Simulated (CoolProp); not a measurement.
Saturation properties of dimethyl carbonate.

The numbers come from the reference Helmholtz-energy equation of state, Zhou 2011 in CoolProp.

```json
[
 {"T (°C)": "105.65", "p (bar)": "1.623", "liquid density (kg/m³)": "951.5", "vapour density (kg/m³)": "4.841", "enthalpy of vaporisation (kJ/kg)": "364.6", "liquid cp (kJ/(kg K))": "…", "surface tension (mN/m)": "16.9"},
 {"T (°C)": "117.45", "p (bar)": "2.254", "liquid density (kg/m³)": "933.9", "vapour density (kg/m³)": "…", "enthalpy of vaporisation (kJ/kg)": "355.9", "liquid cp (kJ/(kg K))": "2.032", "surface tension (mN/m)": "15.4"},
 {"T (°C)": "129.25", "p (bar)": "3.062", "liquid density (kg/m³)": "915.9", "vapour density (kg/m³)": "8.815", "enthalpy of vaporisation (kJ/kg)": "346.8", "liquid cp (kJ/(kg K))": "2.067", "surface tension (mN/m)": "13.9"},
 {"T (°C)": "141.05", "p (bar)": "4.075", "liquid density (kg/m³)": "897.4", "vapour density (kg/m³)": "11.58", "enthalpy of vaporisation (kJ/kg)": "337.4", "liquid cp (kJ/(kg K))": "2.104", "surface tension (mN/m)": "12.4"},
 {"T (°C)": "152.85", "p (bar)": "5.329", "liquid density (kg/m³)": "878.3", "vapour density (kg/m³)": "15.00", "enthalpy of vaporisation (kJ/kg)": "327.4", "liquid cp (kJ/(kg K))": "2.143", "surface tension (mN/m)": "11.0"},
 {"T (°C)": "164.65", "p (bar)": "6.856", "liquid density (kg/m³)": "…", "vapour density (kg/m³)": "19.20", "enthalpy of vaporisation (kJ/kg)": "316.9", "liquid cp (kJ/(kg K))": "2.185", "surface tension (mN/m)": "9.68"},
 {"T (°C)": "176.45", "p (bar)": "8.696", "liquid density (kg/m³)": "837.8", "vapour density (kg/m³)": "24.31", "enthalpy of vaporisation (kJ/kg)": "305.7", "liquid cp (kJ/(kg K))": "2.232", "surface tension (mN/m)": "8.37"},
 {"T (°C)": "188.25", "p (bar)": "10.89", "liquid density (kg/m³)": "…", "vapour density (kg/m³)": "30.53", "enthalpy of vaporisation (kJ/kg)": "293.7", "liquid cp (kJ/(kg K))": "2.286", "surface tension (mN/m)": "7.12"},
 {"T (°C)": "200.15", "p (bar)": "13.50", "liquid density (kg/m³)": "793.1", "vapour density (kg/m³)": "38.19", "enthalpy of vaporisation (kJ/kg)": "280.5", "liquid cp (kJ/(kg K))": "2.350", "surface tension (mN/m)": "5.92"},
 {"T (°C)": "211.95", "p (bar)": "16.54", "liquid density (kg/m³)": "768.6", "vapour density (kg/m³)": "47.50", "enthalpy of vaporisation (kJ/kg)": "266.1", "liquid cp (kJ/(kg K))": "2.429", "surface tension (mN/m)": "4.79"},
 {"T (°C)": "223.75", "p (bar)": "20.07", "liquid density (kg/m³)": "742.0", "vapour density (kg/m³)": "59.03", "enthalpy of vaporisation (kJ/kg)": "250.0", "liquid cp (kJ/(kg K))": "2.533", "surface tension (mN/m)": "3.74"},
 {"T (°C)": "235.55", "p (bar)": "24.17", "liquid density (kg/m³)": "712.4", "vapour density (kg/m³)": "73.61", "enthalpy of vaporisation (kJ/kg)": "231.4", "liquid cp (kJ/(kg K))": "2.679", "surface tension (mN/m)": "2.76"},
 {"T (°C)": "247.35", "p (bar)": "28.92", "liquid density (kg/m³)": "678.1", "vapour density (kg/m³)": "92.67", "enthalpy of vaporisation (kJ/kg)": "209.3", "liquid cp (kJ/(kg K))": "2.909", "surface tension (mN/m)": "1.87"},
 {"T (°C)": "259.15", "p (bar)": "34.40", "liquid density (kg/m³)": "636.1", "vapour density (kg/m³)": "119.2", "enthalpy of vaporisation (kJ/kg)": "181.5", "liquid cp (kJ/(kg K))": "3.335", "surface tension (mN/m)": "1.09"},
 {"T (°C)": "270.95", "p (bar)": "40.78", "liquid density (kg/m³)": "577.9", "vapour density (kg/m³)": "161.1", "enthalpy of vaporisation (kJ/kg)": "142.2", "liquid cp (kJ/(kg K))": "4.475", "surface tension (mN/m)": "0.440"}
]
```

**Question.** What belongs in the gaps?

**Answer.** 
- 105.65, liquid cp (kJ/(kg K)): 1.999
- 117.45, vapour density (kg/m³): 6.596
- 164.65, liquid density (kg/m³): 858.4
- 188.25, liquid density (kg/m³): 816.2

It boils at 90.1 °C under 1 atm.

Surface tension comes from a separate correlation (Mulero 2014).
